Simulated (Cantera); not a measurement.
Gas mixture: 44.0 % CH₃OH, 56.0 % H₂, at 20.0 Torr, frozen composition.

Cantera's kinetic-theory transport with the Lennard-Jones parameters of GRI-Mech 3.0, ideal gas; thermal conductivity in the multicomponent form. Polar gases are described roughly by these parameters. The composition is frozen, though it would react at the higher temperatures.

One state of this run: ρ (kg/m³) = 0.00489; cp (J/kg/K) = 3698; μ (µPa s) = 31.3; λ (mW/m/K) = 232; Pr = 0.499; D (cm²/s) H₂ = 194; D (cm²/s) O = 137; D (cm²/s) N₂ = 90.1. D: mixture-averaged diffusion coefficient of that species in the mixture.

Task: Which value of T (K) does it belong to?
A. 550
B. 850
C. 1000
D. 700

Result: C, 1000
